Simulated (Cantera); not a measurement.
An isothermal, constant-pressure homogeneous reactor starts with C₂H₆ : N₂ = 1 : 5.8 (molar parts), at 1300 K and 1.01 bar. Integrator tolerance rtol = 1e-08.

Detailed kinetics in Cantera: GRI-Mech 3.0 (53 species, 325 reactions). GRI-Mech 3.0 stops at C3 and has no aromatics, soot or wall deposition, so with more carbon than oxygen in the feed, carbon stays in small species such as C2H2 where larger ones or solid carbon would form.

What does this change do: temperature 1300 to 1498 K?


```json
[
 {"quantity": "x(C₂H₆) at 200 s", "before": "9.86e-5 (gas-phase equilibrium 7.54e-5)", "after": "9.60e-6 (gas-phase equilibrium 5.92e-6)"},
 {"quantity": "x(C₂H₂) at 200 s", "before": "0.0636 (gas-phase equilibrium 0.0385)", "after": "0.0996 (gas-phase equilibrium 0.0568)"},
 {"quantity": "x(CH₃) at 200 s", "before": "5.84e-6 (gas-phase equilibrium 5.11e-6)", "after": "1.86e-5 (gas-phase equilibrium 1.46e-5)"},
 {"quantity": "x(C₂H₄) at 200 s", "before": "0.0188 (gas-phase equilibrium 0.0128)", "after": "0.00560 (gas-phase equilibrium 0.00332)"},
 {"quantity": "x(CH₂) at 200 s", "before": "1.23e-11 (gas-phase equilibrium 1.02e-11)", "after": "6.00e-10 (gas-phase equilibrium 4.62e-10)"},
 {"quantity": "x(CH₄) at 200 s", "before": "0.0862 (gas-phase equilibrium 0.0799)", "after": "0.0235 (gas-phase equilibrium 0.0188)"},
 {"quantity": "x(H₂) at 200 s", "before": "0.103 (gas-phase equilibrium 0.116)", "after": "0.193 (gas-phase equilibrium 0.201)"}
]
```

What does this change do: pressure from 1.01 bar to 0.133 bar?


```tsv
quantity	before	after
x(C₂H₆) at 200 s	9.86e-5 (gas-phase equilibrium 7.54e-5)	7.92e-6 (gas-phase equilibrium 5.42e-6)
x(C₂H₂) at 200 s	0.0636 (gas-phase equilibrium 0.0385)	0.0959 (gas-phase equilibrium 0.0598)
x(CH₃) at 200 s	5.84e-6 (gas-phase equilibrium 5.11e-6)	4.47e-6 (gas-phase equilibrium 3.78e-6)
x(C₂H₄) at 200 s	0.0188 (gas-phase equilibrium 0.0128)	0.00664 (gas-phase equilibrium 0.00428)
x(CH₂) at 200 s	1.23e-11 (gas-phase equilibrium 1.02e-11)	2.03e-11 (gas-phase equilibrium 1.62e-11)
x(CH₄) at 200 s	0.0862 (gas-phase equilibrium 0.0799)	0.0307 (gas-phase equilibrium 0.0274)
x(H₂) at 200 s	0.103 (gas-phase equilibrium 0.116)	0.183 (gas-phase equilibrium 0.189)
```
